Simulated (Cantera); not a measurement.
**Thermodynamics of silicon oxide and oxynitride deposition, feed HMDSO + O2 + N2 + NO**

A closed system holds: 1 mol HMDSO, 0.34 mol O2, 7.4 mol N2, 0.42 mol NO, at 1.33 mbar.

Equilibrium computed with Cantera from the NASA thermochemical tables; the gas is ideal and each condensed phase is pure. Candidate condensed phases: C, C6H6, C7H8, C8H18, H2O, Si, SiC, SiO2, Si2N2O, Si3N4; 151 gas species. The feed counts by its element totals alone. Mutual solubility and eutectic melting of coexisting phases are not modelled. Equilibrium is a limit: real reactors are often held back by kinetics, nucleation or transport.

From 475 °C to 550 °C the condensed part is C(graphite) + SiO2(α-quartz) + Si2N2O(s). From 575 °C to 750 °C the condensed part is C(graphite) + SiO2(β-quartz) + Si2N2O(s).

| T (°C) | x H2 | x N2 | x CO | x CH4 | x H2O | x HCN | n C(graphite) | n SiO2(α-quartz) | n Si2N2O(s) | n SiO2(β-quartz) |
|---|---|---|---|---|---|---|---|---|---|---|
| 475 | 0.561 | 0.437 | 1.68e-5 | 0.00139 | 1.21e-6 | 1.15e-8 | 5.98 | 0.733 | 0.633 | 0 |
| 500 | 0.562 | 0.437 | 4.29e-5 | 0.000892 | 1.53e-6 | 2.30e-8 | 5.99 | 0.733 | 0.634 | 0 |
| 525 | 0.562 | 0.437 | 0.000103 | 0.000586 | 1.90e-6 | 4.42e-8 | 5.99 | 0.732 | 0.634 | 0 |
| 550 | 0.563 | 0.437 | 0.000234 | 0.000394 | 2.33e-6 | 8.15e-8 | 5.99 | 0.731 | 0.635 | 0 |
| 575 | 0.563 | 0.436 | 0.000507 | 0.000270 | 2.81e-6 | 1.45e-7 | 5.99 | 0 | 0.636 | 0.728 |
| 600 | 0.563 | 0.436 | 0.00105 | 0.000189 | 3.34e-6 | 2.49e-7 | 5.98 | 0 | 0.639 | 0.722 |
| 625 | 0.562 | 0.435 | 0.00208 | 0.000135 | 3.94e-6 | 4.15e-7 | 5.96 | 0 | 0.644 | 0.711 |
| 650 | 0.562 | 0.434 | 0.00396 | 9.78e-5 | 4.58e-6 | 6.73e-7 | 5.93 | 0 | 0.655 | 0.691 |
| 675 | 0.560 | 0.432 | 0.00730 | 7.19e-5 | 5.28e-6 | 1.06e-6 | 5.88 | 0 | 0.672 | 0.655 |
| 700 | 0.558 | 0.429 | 0.0130 | 5.34e-5 | 6.02e-6 | 1.63e-6 | 5.79 | 0 | 0.703 | 0.593 |
| 725 | 0.555 | 0.423 | 0.0225 | 4.00e-5 | 6.79e-6 | 2.43e-6 | 5.63 | 0 | 0.755 | 0.490 |
| 750 | 0.549 | 0.413 | 0.0377 | 3.02e-5 | 7.54e-6 | 3.54e-6 | 5.38 | 0 | 0.839 | 0.322 |
x: gas mole fraction; n: condensed amount in mol.
